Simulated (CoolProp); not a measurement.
Saturation properties of dimethyl ether (Tc = 127.2 °C, pc = 5.337 MPa, ω = 0.196).

Values from CoolProp's reference Helmholtz-energy equation of state, Wu 2011.

```json
[
 {"T (°C)": "-90.65", "p (MPa)": "0.001657", "vapour density (kg/m³)": "0.05039", "enthalpy of vaporisation (kJ/kg)": "534.7"},
 {"T (°C)": "-76.55", "p (MPa)": "0.005247", "vapour density (kg/m³)": "0.1486", "enthalpy of vaporisation (kJ/kg)": "520.4"},
 {"T (°C)": "-62.45", "p (MPa)": "0.01391", "vapour density (kg/m³)": "0.3693", "enthalpy of vaporisation (kJ/kg)": "505.9"},
 {"T (°C)": "-48.35", "p (MPa)": "0.03203", "vapour density (kg/m³)": "0.8031", "enthalpy of vaporisation (kJ/kg)": "491.2"},
 {"T (°C)": "-34.35", "p (MPa)": "0.06553", "vapour density (kg/m³)": "1.564", "enthalpy of vaporisation (kJ/kg)": "476.0"},
 {"T (°C)": "-20.25", "p (MPa)": "0.1229", "vapour density (kg/m³)": "2.812", "enthalpy of vaporisation (kJ/kg)": "459.9"},
 {"T (°C)": "-6.15", "p (MPa)": "0.2138", "vapour density (kg/m³)": "4.723", "enthalpy of vaporisation (kJ/kg)": "442.8"},
 {"T (°C)": "7.95", "p (MPa)": "0.3492", "vapour density (kg/m³)": "7.514", "enthalpy of vaporisation (kJ/kg)": "424.5"},
 {"T (°C)": "21.95", "p (MPa)": "0.5400", "vapour density (kg/m³)": "11.41", "enthalpy of vaporisation (kJ/kg)": "404.9"},
 {"T (°C)": "36.05", "p (MPa)": "0.8019", "vapour density (kg/m³)": "16.81", "enthalpy of vaporisation (kJ/kg)": "383.2"},
 {"T (°C)": "50.15", "p (MPa)": "1.148", "vapour density (kg/m³)": "24.12", "enthalpy of vaporisation (kJ/kg)": "359.1"},
 {"T (°C)": "64.25", "p (MPa)": "1.594", "vapour density (kg/m³)": "34.02", "enthalpy of vaporisation (kJ/kg)": "331.9"}
]
```

It boils at -24.8 °C under 1 atm.
